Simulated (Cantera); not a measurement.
Input: 1 mol SiCl4, 1.6 mol Cl2, 0.34 mol H2, held at 950 °C and 5.00 bar.

Equilibrium computed with Cantera from the NASA thermochemical tables; the gas is ideal and each condensed phase is pure. Candidate condensed phases: Si; 19 gas species. Kinetics and transport are ignored.

Base state: Cl2 0.427, SiCl4 0.340, HCl 0.231, Cl 0.00175 (mole fractions); condensed: gas only.

Problem. What changes in the equilibrium state with this change: temperature from 950 °C to 625 °C?

Solution. 
```
species   before    after
-------  -------  -------
Cl2        0.427    0.429
SiCl4      0.340    0.340
HCl        0.231    0.231
Cl       0.00175  2.09e-5
```
